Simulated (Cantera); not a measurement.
# Thermal oxidation and active oxidation of silicon: Si + O₂ + H₂

Input: 1 mol Si, 1.4 mol O₂, 120 mol H₂, at 0.0100 bar.

Cantera equilibrium calculation (NASA polynomials, part measured and part estimated; ideal gas, pure solids and liquids). Candidate condensed phases: H₂O, Si, SiO₂; 18 gas species. The tables hold silica as quartz up to 1696 K and as liquid above; real silica turns to tridymite and cristobalite and melts near 1996 K. Equilibrium is a limit: real reactors are often held back by kinetics, nucleation or transport.

From 1098 K to 1548 K the condensed part is SiO₂(β-quartz). At 1698 K the condensed part is SiO₂(condensed). From 1848 K to 2148 K nothing is condensed.

```tsv
T (K)	x H₂	x H	x H₂O	x SiO	x OH	n SiO₂(β-quartz)	n SiO₂(condensed)
1098	0.993	2.46e-7	0.00667	2.80e-12	7.28e-12	1.00	0
1248	0.993	4.65e-6	0.00667	3.82e-9	3.19e-10	1.00	0
1398	0.993	4.72e-5	0.00667	1.07e-6	6.24e-9	1.000	0
1548	0.993	0.000307	0.00676	9.65e-5	6.98e-8	0.988	0
1698	0.986	0.00144	0.00941	0.00277	7.04e-7	0	0.666
1848	0.972	0.00523	0.0148	0.00824	5.87e-6	0	0
1998	0.961	0.0157	0.0147	0.00820	2.40e-5	0	0
2148	0.937	0.0403	0.0145	0.00810	8.03e-5	0	0
```
x: gas mole fraction; n: condensed amount in mol.
